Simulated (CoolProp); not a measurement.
Saturation properties of dimethyl carbonate.

Computed with CoolProp (reference Helmholtz-energy equation of state, Zhou 2011).

| T (K) | p (bar) | liquid cp (kJ/(kg K)) | vapour Z |
|---|---|---|---|
| 389 | 2.159 | ? | 0.9496 |
| 400.7 | 2.933 | 2.062 | 0.9371 |
| 412.3 | 3.897 | 2.098 | 0.9228 |
| 424 | 5.098 | ? | 0.9062 |
| 435.7 | 6.563 | 2.178 | 0.8875 |
| 447.3 | ? | 2.223 | 0.8665 |
| 459 | 10.41 | 2.274 | 0.8426 |
| 470.7 | 12.89 | 2.335 | 0.8156 |
| 482.4 | 15.80 | 2.409 | 0.7851 |
| 494 | 19.15 | 2.504 | 0.7507 |

Task: Some entries are withheld; supply them.

Result: 
- 389, liquid cp (kJ/(kg K)): 2.027
- 424, liquid cp (kJ/(kg K)): 2.136
- 447.3, p (bar): 8.311

It boils at 363.3 K under 1 atm.
